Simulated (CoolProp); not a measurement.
Vapour-liquid equilibrium of toluene (1) + n-nonane (2) at 740 kPa; x and y are mole fractions of (1).

Model: multi-fluid Helmholtz-energy mixture model, Lemmon 2006 and Lemmon 2006; pair parameters Bell 2016, in CoolProp.

```json
[
 {"x": "0.05", "bubble temperature, mixture model (°C)": "242.1", "bubble temperature, Raoult's law (°C)": "242.4", "y, mixture model": "0.091", "y, Raoult's law": "0.101"},
 {"x": "0.125", "bubble temperature, mixture model (°C)": "236.9", "bubble temperature, Raoult's law (°C)": "237.8", "y, mixture model": "0.217", "y, Raoult's law": "0.235"},
 {"x": "0.2", "bubble temperature, mixture model (°C)": "232.0", "bubble temperature, Raoult's law (°C)": "233.4", "y, mixture model": "0.328", "y, Raoult's law": "0.352"},
 {"x": "0.275", "bubble temperature, mixture model (°C)": "227.5", "bubble temperature, Raoult's law (°C)": "229.3", "y, mixture model": "0.427", "y, Raoult's law": "0.454"},
 {"x": "0.35", "bubble temperature, mixture model (°C)": "223.4", "bubble temperature, Raoult's law (°C)": "225.4", "y, mixture model": "0.514", "y, Raoult's law": "0.544"},
 {"x": "0.425", "bubble temperature, mixture model (°C)": "219.6", "bubble temperature, Raoult's law (°C)": "221.7", "y, mixture model": "0.590", "y, Raoult's law": "0.623"},
 {"x": "0.5", "bubble temperature, mixture model (°C)": "216.2", "bubble temperature, Raoult's law (°C)": "218.3", "y, mixture model": "0.659", "y, Raoult's law": "0.692"},
 {"x": "0.575", "bubble temperature, mixture model (°C)": "213.0", "bubble temperature, Raoult's law (°C)": "215.0", "y, mixture model": "0.720", "y, Raoult's law": "0.754"},
 {"x": "0.65", "bubble temperature, mixture model (°C)": "210.2", "bubble temperature, Raoult's law (°C)": "211.9", "y, mixture model": "0.776", "y, Raoult's law": "0.809"},
 {"x": "0.725", "bubble temperature, mixture model (°C)": "207.5", "bubble temperature, Raoult's law (°C)": "208.9", "y, mixture model": "0.828", "y, Raoult's law": "0.859"},
 {"x": "0.8", "bubble temperature, mixture model (°C)": "205.0", "bubble temperature, Raoult's law (°C)": "206.1", "y, mixture model": "0.876", "y, Raoult's law": "0.903"},
 {"x": "0.875", "bubble temperature, mixture model (°C)": "202.8", "bubble temperature, Raoult's law (°C)": "203.4", "y, mixture model": "0.923", "y, Raoult's law": "0.942"},
 {"x": "0.95", "bubble temperature, mixture model (°C)": "200.6", "bubble temperature, Raoult's law (°C)": "200.9", "y, mixture model": "0.969", "y, Raoult's law": "0.978"}
]
```

The largest gap from Raoult's law is -2.1 K in bubble temperature, at x = 0.425. No azeotrope shows between x = 0.05 and 0.95.

The pair parameters rest on a limited set of measurements; away from them the model extrapolates.
